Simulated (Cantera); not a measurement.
Feed: 1 mol Si2Cl6, 0.23 mol HCl, 16 mol N2, at 777 °C and 101000 Pa.

Equilibrium computed with Cantera from the NASA thermochemical tables; the gas is ideal and each condensed phase is pure. Candidate condensed phases: NH4Cl, Si, Si3N4; 28 gas species. The feed counts by its element totals alone. N2 is the only nitrogen source here; it is nearly inert below about 1500 K, so the nitride shown seldom forms there in practice. The tables' values for SiCl3 are old estimates; treat these amounts as uncertain. The numbers say what is thermodynamically allowed, not how fast it happens.

Base state: N2 0.901, SiCl4 0.0863, HCl 0.0126, H2 0.000281, SiCl3 3.79e-5, SiHCl3 2.00e-5 (mole fractions); condensed: Si3N4(s).

Problem. What changes in the equilibrium state with this change: HCl from 0.23 to 1.2 mol?

Solution. 
```csv
species,before,after
N2,0.901,0.856
SiCl4,0.0863,0.0844
HCl,0.0126,0.0545
H2,0.000281,0.00539
SiHCl3,2.00e-5,8.66e-5
SiCl3,3.79e-5,3.76e-5
"Si3N4(s), mol",0.166,0.150
```
